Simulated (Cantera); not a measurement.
A closed system holds: 1 mol CH₃SiCl₃, 0.87 mol HCl, 1000 mol H₂, at 10.0 Torr.

Cantera equilibrium calculation (NASA polynomials, part measured and part estimated; ideal gas, pure solids and liquids). Candidate condensed phases: C, C₆H₆, C₇H₈, C₈H₁₈, Si, SiC; 109 gas species. The feed counts by its element totals alone. Gases not in the tables: Si₂H₆ and higher silanes. Kinetics and transport are ignored.

**Question.** Which condensed phases are stable at each of these points (T (K)): 2050, 2100, 2150, 2200, 2250, 2300, 2350, 2400, 2450, 2500?

**Answer.** 
| T (K) | condensed phases | Si condensed (%) |
|---|---|---|
| 2050 | SiC(s) | 21.7 |
| 2100 | gas only | 0.0 |
| 2150 | gas only | 0.0 |
| 2200 | gas only | 0.0 |
| 2250 | gas only | 0.0 |
| 2300 | gas only | 0.0 |
| 2350 | gas only | 0.0 |
| 2400 | gas only | 0.0 |
| 2450 | gas only | 0.0 |
| 2500 | gas only | 0.0 |

At 2050 K the condensed part is SiC(s). From 2100 K to 2500 K nothing is condensed.
